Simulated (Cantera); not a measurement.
Input (Python, Cantera):

```python
import numpy as np
import cantera as ct

gas = ct.Solution("gri30.yaml")


def delay(T, t_max=10):
    gas.TPX = T, 330000, {'CH4': 1, 'O2': 3.17, 'N2': 11.9}
    reactor = ct.IdealGasConstPressureReactor(gas, clone=False)
    net = ct.ReactorNet([reactor])
    net.rtol, net.atol = 1e-8, 1e-16
    while net.time < t_max:
        t_old, T_old = net.time, reactor.T
        net.step()
        if reactor.T > T + 400:  # ignition: a rise of 400 K
            return t_old + (T + 400 - T_old) / (reactor.T - T_old) * (net.time - t_old)
    return np.nan


taus = []
for T in [1000, 1100, 1200, 1300, 1400, 1500, 1600, 1700, 1800, 1900]:
    taus.append(delay(T))
    print(f"T0 = {T:6g} K   tau = {taus[-1]:.4e} s")
```

Result:

```
T0 =   1000 K   tau = 2.3814e-01 s
T0 =   1100 K   tau = 4.8859e-02 s
T0 =   1200 K   tau = 1.2054e-02 s
T0 =   1300 K   tau = 3.4017e-03 s
T0 =   1400 K   tau = 1.0859e-03 s
T0 =   1500 K   tau = 3.9115e-04 s
T0 =   1600 K   tau = 1.5960e-04 s
T0 =   1700 K   tau = 7.3602e-05 s
T0 =   1800 K   tau = 3.7814e-05 s
T0 =   1900 K   tau = 2.1235e-05 s
```

Model: GRI-Mech 3.0 (53 species, 325 reactions), integrated in Cantera.
